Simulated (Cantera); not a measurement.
Cantera run:

```python
import numpy as np
import cantera as ct

gas_names = """
    CL CLO CL2 Cs CsCL CsO Cs2 Cs2CL2 Cs2O N NO NO2 NO3 N2 N2O O O2 O3
""".split()
cond_names = """
    Cs(cr) Cs(L) CsCL(a) CsCL(b) CsCL(L)
""".split()


# ... load() reads the species with a 1 bar reference pressure and builds the phases ...
atoms = {
    'CsCl': {'Cs': 1, 'CL': 1},
    'O2': {'O': 2},
    'N2': {'N': 2},
}
top_T = {}  # K; cautious upper limits of use, not melting points


# ... equilibrate(T, P, feed) seeds the gas with the atoms and calls Mixture.equilibrate('TP', solver="vcs", rtol=1e-11, max_steps=5000) ...
results = []
T = 1573.15  # K
P = 1600  # Pa
for m in [33, 55, 76, 98, 120, 140, 160, 180, 200, 230]:
    feed = {'CsCl': 1, 'O2': 8, 'N2': m}  # mol
    mix = equilibrate(T, P, feed)
    results.append((T, P, feed, dict(zip(mix.species_names, mix.species_moles))))

top = {s: max(r[3][s] / sum(r[3][g] for g in gas_names) for r in results) for s in gas_names}
cols = sorted((s for s in top if top[s] > 0.0001), key=lambda s: -top[s])[:8]
seen = [c for c in cond_names if any(r[3].get(c, 0) > 1e-12 for r in results)]
print("log10 of partial pressures in bar; condensed amounts in mol")
print(f"{'n(N2)':>10s}" + "".join(f"{s[:9]:>10s}" for s in cols + seen))
for T, P, feed, n in results:
    ng = sum(n[g] for g in gas_names)
    print(f"{feed['N2']:10.4g}" + "".join(f"{np.log10(max(n[s] / ng * P / 1e5, 1e-99)):10.3f}" for s in cols)
          + "".join(f"{n.get(c, 0):10.4g}" for c in seen))
```

Output:

```
log10 of partial pressures in bar; condensed amounts in mol
     n(N2)        N2        O2      CsCL        NO
        33    -1.901    -2.518    -3.420    -4.583
        55    -1.862    -2.701    -3.602    -4.655
        76    -1.845    -2.825    -3.726    -4.709
        98    -1.834    -2.925    -3.826    -4.753
       120    -1.828    -3.007    -3.907    -4.791
       140    -1.823    -3.070    -3.970    -4.820
       160    -1.820    -3.125    -4.024    -4.846
       180    -1.817    -3.174    -4.073    -4.869
       200    -1.815    -3.218    -4.117    -4.890
       230    -1.813    -3.276    -4.175    -4.918
```

Cantera equilibrium calculation (NASA polynomials, part measured and part estimated; ideal gas, pure solids and liquids).
